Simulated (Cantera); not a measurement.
A perfectly stirred reactor is fed with H₂ : O₂ : N₂ = 1.8 : 1 : 1.1 (molar parts), at 135 Torr; it is held at 1350 K, and followed from long to short residence time.

Cantera simulation using the H2/O2 subset of GRI-Mech 3.0, which has no nitrogen chemistry; the numbers are that mechanism's predictions, not measurements. The temperature is held fixed by assumption; the heat of reaction is taken as removed at once.

x: mole fraction; the columns are a selection and need not sum to one.

| τ (s) | x H₂ | x O₂ | x O | x OH | x H₂O₂ | x H |
|---|---|---|---|---|---|---|
| 26 | 0.000129 | 0.0333 | 1.10e-5 | [?] | 1.34e-7 | 3.97e-6 |
| 6.9 | 0.000312 | 0.0333 | 2.70e-5 | [?] | 2.64e-7 | 1.49e-5 |
| 1.8 | 0.000761 | 0.0335 | 6.76e-5 | [?] | 4.95e-7 | 5.74e-5 |
| 0.48 | 0.00181 | 0.0338 | 0.000167 | [?] | 8.68e-7 | 0.000214 |
| 0.13 | 0.00416 | 0.0348 | 0.000405 | [?] | 1.41e-6 | 0.000765 |
| 0.033 | 0.00945 | 0.0372 | 0.00101 | [?] | 2.15e-6 | 0.00276 |
| 0.0087 | 0.0193 | 0.0422 | 0.00240 | [?] | 2.88e-6 | 0.00875 |
| 0.0023 | 0.0355 | 0.0513 | 0.00549 | [?] | 3.38e-6 | 0.0245 |
| 0.00060 | 0.0581 | 0.0661 | 0.0119 | [?] | 3.44e-6 | 0.0597 |

Problem. Some entries are withheld; supply them.

Solution. 
- 26, x OH: 0.000334
- 6.9, x OH: 0.000520
- 1.8, x OH: 0.000817
- 0.48, x OH: 0.00128
- 0.13, x OH: 0.00198
- 0.033, x OH: 0.00311
- 0.0087, x OH: 0.00475
- 0.0023, x OH: 0.00703
- 0.00060, x OH: 0.00994
